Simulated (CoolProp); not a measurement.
Properties of R245fa at several states.

Model: reference Helmholtz-energy equation of state, Akasaka 2015, in CoolProp.

```json
[
 {"T (°C)": "-80.75", "p (MPa)": "0.0967", "phase": "liquid", "speed of sound (m/s)": "1141", "Joule-Thomson coefficient (K/MPa)": "-0.3982", "isothermal compressibility (1/MPa)": "0.0006931", "expansivity (1/kK)": "___"},
 {"T (°C)": "62.65", "p (MPa)": "0.226", "phase": "gas", "speed of sound (m/s)": "142.7", "Joule-Thomson coefficient (K/MPa)": "___", "isothermal compressibility (1/MPa)": "___", "expansivity (1/kK)": "3.651"},
 {"T (°C)": "-79.65", "p (MPa)": "0.413", "phase": "liquid", "speed of sound (m/s)": "1136", "Joule-Thomson coefficient (K/MPa)": "-0.3974", "isothermal compressibility (1/MPa)": "0.0006990", "expansivity (1/kK)": "1.418"},
 {"T (°C)": "28.95", "p (MPa)": "2.38", "phase": "liquid", "speed of sound (m/s)": "669.6", "Joule-Thomson coefficient (K/MPa)": "___", "isothermal compressibility (1/MPa)": "0.002363", "expansivity (1/kK)": "2.008"},
 {"T (°C)": "67.95", "p (MPa)": "0.241", "phase": "gas", "speed of sound (m/s)": "143.8", "Joule-Thomson coefficient (K/MPa)": "19.26", "isothermal compressibility (1/MPa)": "4.397", "expansivity (1/kK)": "3.596"},
 {"T (°C)": "115.05", "p (MPa)": "0.142", "phase": "gas", "speed of sound (m/s)": "157.6", "Joule-Thomson coefficient (K/MPa)": "11.57", "isothermal compressibility (1/MPa)": "7.178", "expansivity (1/kK)": "2.761"}
]
```

**Question.** Complete the blanks.

**Answer.** 
- -80.75, expansivity (1/kK): 1.417
- 62.65, Joule-Thomson coefficient (K/MPa): 20.37
- 62.65, isothermal compressibility (1/MPa): 4.687
- 28.95, Joule-Thomson coefficient (K/MPa): -0.2234
